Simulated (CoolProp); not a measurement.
A simple Rankine cycle with R11: condensing at 331.15 K, boiler at 2.55 MPa, turbine inlet 499 K, turbine efficiency 0.7, pump efficiency 0.7, no recuperator. Each further row changes one setting.

Computed with CoolProp (reference Helmholtz-energy equation of state, Jacobsen 1992).

```tsv
case	thermal efficiency (%)	net work (kJ/kg)	heat in (kJ/kg)	turbine exit temperature (K)	volume ratio over the turbine
as stated	13.2	34.2	260	419.5	8.56
condensing temperature 323.15 K	14.1	37.8	267	413.2	10.6
boiler pressure 1.78 MPa	11.4	30.6	267	435.9	5.80
turbine efficiency 0.6	11.2	29.0	260	427.4	8.74
```
